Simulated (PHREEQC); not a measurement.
Solution (20 °C): 150 mmol/kgw K2CO3. Closed to the air; pH follows from the charge balance.

Model: ion-association model, phreeqc.dat, run in PHREEQC.

```json
[
 {"quantity": "pH", "before": "11.53", "after": "11.18"},
 {"quantity": "HCO3- (mol/kgw)", "before": "0.00355", "after": "0.00126"}
]
```

Q: Name the change that produced these shifts.
(A) temperature from 20 to 10 °C
(B) 0.0027 mol/kgw LiOH added
(C) K2CO3 from 0.15 to 0.165 mol/kgw
(D) diluted 10-fold with water
(E) diluted 2-fold with water

A: D, diluted 10-fold with water

Precipitation was switched off in this run.
